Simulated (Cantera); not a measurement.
An adiabatic, constant-pressure homogeneous reactor starts with C₃H₈ : O₂ : N₂ = 1 : 4.17 : 15.7 (molar parts), equivalence ratio 1.2, at 1300 K and 1.01 bar. Integrator tolerance rtol = 1e-08.

Computed with Cantera and GRI-Mech 3.0 (53 species, 325 reactions). GRI-Mech 3.0 was tuned for natural gas; its chemistry of propane as a main component is partial and can be far from experiment.

**Question.** What does this change do: pressure from 1.01 bar to 10.0 bar?

**Answer.** 
```json
[
 {"quantity": "time of steepest temperature rise", "before": "1.00 ms", "after": "0.307 ms"},
 {"quantity": "temperature at 0.800 s", "before": "2712 K", "after": "2851 K"},
 {"quantity": "equilibrium temperature", "before": "2712 K", "after": "2851 K"},
 {"quantity": "x(C₃H₈) at 0.800 s", "before": "<1e-12 (gas-phase equilibrium <1e-12)", "after": "<1e-12 (gas-phase equilibrium <1e-12)"},
 {"quantity": "x(O₂) at 0.800 s", "before": "0.00703 (gas-phase equilibrium 0.00703)", "after": "0.00337 (gas-phase equilibrium 0.00337)"},
 {"quantity": "x(C₂H₆) at 0.800 s", "before": "<1e-12 (gas-phase equilibrium <1e-12)", "after": "<1e-12 (gas-phase equilibrium <1e-12)"},
 {"quantity": "x(O) at 0.800 s", "before": "0.00318 (gas-phase equilibrium 0.00318)", "after": "0.00122 (gas-phase equilibrium 0.00122)"},
 {"quantity": "x(NO) at 0.800 s", "before": "0.00550 (gas-phase equilibrium 0.00550)", "after": "0.00466 (gas-phase equilibrium 0.00466)"},
 {"quantity": "x(NO₂) at 0.800 s", "before": "7.33e-7 (gas-phase equilibrium 7.33e-7)", "after": "1.20e-6 (gas-phase equilibrium 1.20e-6)"}
]
```

**Question.** What does this change do: pressure from 1.01 bar to 5.20 bar?

**Answer.** 
```tsv
quantity	before	after
time of steepest temperature rise	1.00 ms	0.444 ms
temperature at 0.800 s	2712 K	2814 K
equilibrium temperature	2712 K	2814 K
x(C₃H₈) at 0.800 s	<1e-12 (gas-phase equilibrium <1e-12)	<1e-12 (gas-phase equilibrium <1e-12)
x(O₂) at 0.800 s	0.00703 (gas-phase equilibrium 0.00703)	0.00432 (gas-phase equilibrium 0.00432)
x(C₂H₆) at 0.800 s	<1e-12 (gas-phase equilibrium <1e-12)	<1e-12 (gas-phase equilibrium <1e-12)
x(O) at 0.800 s	0.00318 (gas-phase equilibrium 0.00318)	0.00166 (gas-phase equilibrium 0.00166)
x(NO) at 0.800 s	0.00550 (gas-phase equilibrium 0.00550)	0.00501 (gas-phase equilibrium 0.00501)
x(NO₂) at 0.800 s	7.33e-7 (gas-phase equilibrium 7.33e-7)	1.09e-6 (gas-phase equilibrium 1.09e-6)
```
